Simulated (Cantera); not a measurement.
An isothermal, constant-pressure homogeneous reactor starts with H2 : O2 = 0.0098 : 1 (molar parts), equivalence ratio 0.0049, at 1350 K and 1600 Pa.

Computed with Cantera and the H2/O2 subset of GRI-Mech 3.0, which has no nitrogen chemistry. Radical loss at walls, strong at low pressure, is not modelled.

x: mole fraction; the columns are a selection and need not sum to one.

```csv
t (s),x H2,x O2,x HO2,x H2O,x O
1.00e-6,0.00970,0.990,1.32e-10,<1e-12,3.36e-12
5.01e-6,0.00970,0.990,6.59e-10,<1e-12,7.86e-11
2.51e-5,0.00970,0.990,3.30e-9,5.88e-11,1.46e-9
0.000126,0.00970,0.990,1.66e-8,3.53e-9,1.61e-8
0.000631,0.00970,0.990,?,?,?
0.00316,0.00821,0.989,7.44e-7,0.00108,0.000983
0.0158,3.65e-5,0.981,5.67e-7,0.00897,0.00818
0.0794,2.91e-5,0.983,5.05e-7,0.00908,0.00645
0.398,?,0.987,?,0.00937,?
2.00,1.59e-6,0.990,8.66e-8,0.00963,0.000337
10.0,1.22e-7,0.990,1.80e-8,0.00972,2.56e-5
```

**Question.** Complete the blanks.

**Answer.** 
- 0.000631, x HO2: 8.31e-8
- 0.000631, x H2O: 2.03e-7
- 0.000631, x O: 2.59e-7
- 0.398, x H2: 1.22e-5
- 0.398, x HO2: 3.14e-7
- 0.398, x O: 0.00262
